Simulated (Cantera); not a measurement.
A Cantera script and what it prints.

```python
import numpy as np
import cantera as ct

gas_names = [...]  # 136 gases of nasa_gas.yaml made of C, H, N, O
cond_names = """
    C(gr) C6H6(L) C7H8(L) C8H18(L),n-octa H2O(s) H2O(L)
""".split()


# ... load() reads the species with a 1 bar reference pressure and builds the phases ...
atoms = {
    'C': {'C': 1},
    'CO2': {'C': 1, 'O': 2},
    'H2': {'H': 2},
    'NH3': {'N': 1, 'H': 3},
}
top_T = {'C(gr)': 4500}  # K; cautious upper limits of use, not melting points


# ... equilibrate(T, P, feed) seeds the gas with the atoms and calls Mixture.equilibrate('TP', solver="vcs", rtol=1e-11, max_steps=5000) ...
results = []
feed = {'C': 1, 'CO2': 1.4, 'H2': 11, 'NH3': 0.053}  # mol
P = 133.322  # Pa
for T in [1575, 1725, 1875, 2025, 2175, 2325, 2475, 2625, 2775, 2925]:
    mix = equilibrate(T, P, feed)
    results.append((T, P, feed, dict(zip(mix.species_names, mix.species_moles))))

top = {s: max(r[3][s] / sum(r[3][g] for g in gas_names) for r in results) for s in gas_names}
cols = sorted((s for s in top if top[s] > 0.0001), key=lambda s: -top[s])[:8]
seen = [c for c in cond_names if any(r[3].get(c, 0) > 1e-12 for r in results)]
print("log10 of partial pressures in bar; condensed amounts in mol")
print(f"{'T/K':>10s}" + "".join(f"{s[:9]:>10s}" for s in cols + seen))
for T, P, feed, n in results:
    ng = sum(n[g] for g in gas_names)
    print(f"{T:10.4g}" + "".join(f"{np.log10(max(n[s] / ng * P / 1e5, 1e-99)):10.3f}" for s in cols)
          + "".join(f"{n.get(c, 0):10.4g}" for c in seen))
```

Output:

```
log10 of partial pressures in bar; condensed amounts in mol
       T/K         H        H2        CO       H2O         O        OH       CO2        N2
      1575    -5.870    -2.976    -3.631    -4.436   -11.738    -8.769    -5.553    -5.583
      1725    -5.220    -2.978    -3.631    -4.431   -10.275    -7.932    -5.630    -5.583
      1875    -4.675    -2.984    -3.633    -4.431    -9.043    -7.230    -5.694    -5.586
      2025    -4.215    -2.999    -3.639    -4.437    -7.989    -6.634    -5.746    -5.592
      2175    -3.829    -3.035    -3.654    -4.458    -7.073    -6.124    -5.793    -5.608
      2325    -3.512    -3.107    -3.682    -4.511    -6.266    -5.693    -5.840    -5.637
      2475    -3.268    -3.241    -3.728    -4.639    -5.569    -5.362    -5.913    -5.684
      2625    -3.101    -3.458    -3.786    -4.948    -5.049    -5.215    -6.091    -5.745
      2775    -3.005    -3.759    -3.837    -5.536    -4.789    -5.343    -6.453    -5.799
      2925    -2.960    -4.112    -3.867    -6.297    -4.707    -5.650    -6.913    -5.830
```

These are equilibrium values from Cantera (NASA tables, ideal gas, pure condensed phases), not measurements of a reactor.
